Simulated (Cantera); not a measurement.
Feed: 1 mol TEOS, 0.82 mol NO, 42 mol H2, at 0.0465 Torr.

Method: chemical equilibrium by Gibbs-energy minimisation in Cantera with the NASA 1993 tables (ideal gas, pure condensed phases). Candidate condensed phases: C, C6H6, C7H8, C8H18, H2O, Si, SiC, SiO2, Si2N2O, Si3N4; 151 gas species. The feed counts by its element totals alone. Mutual solubility and eutectic melting of coexisting phases are not modelled. The numbers say what is thermodynamically allowed, not how fast it happens.

Q: What share of the Si ends up in condensed phases as a function of T (K), at 673, 823, 973, 1123, 1273, 1423, 1573, 1723, 1873, 2023, 2173?

A: 
```csv
T (K),Si condensed (%),as
673,100.0,SiO2(α-quartz)
823,100.0,SiO2(α-quartz)
973,100.0,SiO2(β-quartz)
1123,99.9,SiC(s) + Si2N2O(s)
1273,99.7,SiC(s)
1423,99.3,SiC(s)
1573,98.7,SiC(s)
1723,96.3,SiC(s)
1873,66.8,SiC(s)
2023,0.0,-
2173,0.0,-
```
